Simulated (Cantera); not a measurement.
Ignition delay

Mixture: 15.3 % H2, 17.8 % O2, 66.9 % N2, equivalence ratio 0.43, at 3.85 atm, adiabatic and at constant volume. Ignition delay is the time to a rise of 400 K.

Computed with Cantera and GRI-Mech 3.0 (53 species, 325 reactions). The hydrogen kinetics of GRI-Mech 3.0 are dated; newer H2 mechanisms differ, most at raised pressure. Where the delays flatten at high temperature, the 400 K rule measures the pace of heat release, not the induction time.

```tsv
T0 (K)	delay (ms)
975	31.0
1050	2.86
1125	0.0530
1200	0.0173
1275	0.0100
1350	0.00686
1425	0.00514
1500	0.00411
1575	0.00345
1650	0.00304
```
